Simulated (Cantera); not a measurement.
Feed: 1 mol C₂H₂, 0.088 mol NH₃, equilibrated at 18.0 bar.

Cantera equilibrium calculation (NASA polynomials, part measured and part estimated; ideal gas, pure solids and liquids). Candidate condensed phases: C, C₆H₆, C₇H₈, C₈H₁₈; 92 gas species. Equilibrium is a limit: real reactors are often held back by kinetics, nucleation or transport.

Over these rows the condensed part is C(graphite). Partial pressures as log10 of bar:

| T (K) | 1000/T (1/K) | log p C₂H₄ | log p CH₄ | log p H₂ | log p N₂ |
|---|---|---|---|---|---|
| 775 | 1.2903 | -5.99 | 1.15 | 0.42 | 0.08 |
| 875 | 1.1429 | -5.09 | 1.07 | 0.71 | 0.04 |
| 975 | 1.0256 | -4.44 | 0.94 | 0.92 | 0.00 |
| 1075 | 0.9302 | -3.98 | 0.76 | 1.05 | -0.05 |
| 1175 | 0.8511 | ? | 0.55 | 1.13 | -0.10 |
| 1275 | 0.7843 | -3.45 | 0.33 | 1.18 | -0.13 |

Fit log p(C₂H₄) = a + b·(1000/T) to the five rows, give the apparent enthalpy, and predict the row at 1175 K.

Means: 1000/T = 1.0347, log p = -4.590. Sxy = -0.762506, Sxx = 0.1507418, so b = -5.06 and a = -4.590 − (-5.06)×1.0347 = 0.65.
Apparent enthalpy: −19.145 × (-5.06) = 97 kJ/mol. With the condensed phases at unit activity, C(graphite) + CH₄(g) = C₂H₄(g) links this pressure to the main gases: over the six rows their terms move log p by -0.82 in all, so the slope isn't that reaction's ΔH° alone. The five rows lie within 0.13 of the line; that is curvature, so one enthalpy describes this range poorly.
Prediction at 1175 K: 0.65 + (-5.06)×0.8511 = -3.66. The computed value is -3.67, 0.01 from the line.
